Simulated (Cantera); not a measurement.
**Catalytic combustion on Pt**

An isothermal plug-flow reactor at 1250 K and 0.987 atm (inlet), inlet velocity 0.47 m/s, active area per volume 140 1/m; feed CH4 : O2 : N2 : H2O = 0.0017 : 0.037 : 0.79 : 0.07 (molar parts).

Computed with Cantera and Deutschmann's 1995 Pt surface mechanism with GRI-Mech 3.0 gas chemistry. Catalytic surfaces can have several steady states; this one follows from the mechanism file's or the stated starting coverage. Mass transfer to the wall is taken as infinitely fast.

```tsv
z (m)	x CH4	x O2	x H2O	x CO2	x CO	θ free Pt	θ O*	θ OH*
0.00014	0.00181	0.0410	0.0780	5.70e-5	3.66e-6	0.538	0.459	0.00308
0.0003	0.00172	0.0409	0.0782	0.000125	3.84e-6	0.538	0.459	0.00308
0.00065	0.00154	0.0406	0.0785	0.000266	3.93e-6	0.538	0.458	0.00308
0.0014	0.00119	0.0400	0.0791	0.000538	4.26e-6	0.539	0.458	0.00310
0.003	0.000655	0.0390	0.0801	0.00101	4.52e-6	0.540	0.456	0.00311
0.0065	0.000165	0.0379	0.0812	0.00156	2.02e-6	0.542	0.455	0.00313
0.014	8.86e-6	0.0375	0.0816	0.00182	2.62e-7	0.542	0.454	0.00314
```
x: gas mole fraction; θ: surface coverage.
